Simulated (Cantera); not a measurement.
## B + H₂ + NH₃ (boron, boron nitride and boron oxide)

Feed: 1 mol B, 62 mol H₂, a varied amount of NH₃, at 1952 °C and 0.000340 bar.

Equilibrium computed with Cantera from the NASA thermochemical tables; the gas is ideal and each condensed phase is pure. Candidate condensed phases: B, BN; 15 gas species. The tables' values for BH₂ are old estimates; treat these amounts as uncertain. Rates play no part.

```
n(NH₃) (mol)  log p H₂  log p H  log p N₂  log p B  log p BH₂  log p BH  log p BN  log p BH₃  n B(s)
------------  --------  -------  --------  -------  ---------  --------  --------  ---------  ------
2.2              -3.63    -4.01     -5.32    -5.42      -6.46     -7.20     -8.27      -9.67  0.0150
3                -3.64    -4.01     -5.20    -5.42      -6.47     -7.20     -8.21      -9.68       0
4.1              -3.64    -4.01     -5.08    -5.43      -6.48     -7.22     -8.16      -9.70       0
5.6              -3.64    -4.01     -4.96    -5.45      -6.50     -7.23     -8.12      -9.72       0
7.7              -3.65    -4.01     -4.84    -5.47      -6.53     -7.26     -8.09      -9.75       0
10               -3.65    -4.02     -4.75    -5.50      -6.56     -7.29     -8.06      -9.78       0
14               -3.66    -4.02     -4.65    -5.54      -6.61     -7.33     -8.05      -9.83       0
19               -3.67    -4.02     -4.56    -5.58      -6.66     -7.38     -8.05      -9.89       0
```
log p: log10 of the partial pressure in bar; n: condensed amount in mol.

At 2.2 mol NH₃ the condensed part is B(s). From 3 mol NH₃ to 19 mol NH₃ nothing is condensed. The main B-bearing gas is B throughout.
